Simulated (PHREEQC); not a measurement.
Make-up at 20 °C: 0.0036 mol/kgw Cu(BF4)2, 0.0025 mol/kgw HNO3 and 0.011 mol/kgw NaCl. Closed to the air; pH follows from the charge balance.

Computed with PHREEQC (ion-association model, wateq4f.dat).

Precipitation was switched off in this run.

**Question.** Order these B species by the share of B that they hold, largest first: H3BO3, BF2(OH)2-, BF4-, BF3OH-.

**Answer.** BF4- (76 %), H3BO3 (15 %), BF3OH- (6.9 %), BF2(OH)2- (2.1 %)

The pH is 2.61 and the ionic strength 0.0244 mol/kgw. Real BF4- forms and hydrolyses slowly; the run takes it at equilibrium.
